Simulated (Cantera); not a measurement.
Input: 1 mol CuO, 1.2 mol H₂, 1.7 mol H₂O, at 1877 °C and 110 Pa.

These are equilibrium values from Cantera (NASA tables, ideal gas, pure condensed phases), not measurements of a reactor. Candidate condensed phases: Cu, CuO, Cu(OH)₂, Cu₂O, H₂O; 12 gas species. Kinetics and transport are ignored.

Question: What is the equilibrium state?

Answer: 
```json
{
  "x(H₂O)": "0.565",
  "x(Cu)": "0.240",
  "x(H₂)": "0.0956",
  "x(H)": "0.0393",
  "x(OH)": "0.0300",
  "x(O₂)": "0.0218",
  "x(O)": "0.00869",
  "x(CuO)": "0.000109",
  "x(Cu₂)": "2.66e-5",
  "gas_amount": "4.172 mol",
  "log10 activity of Cu(l) (absent)": "-1.77"
}
```
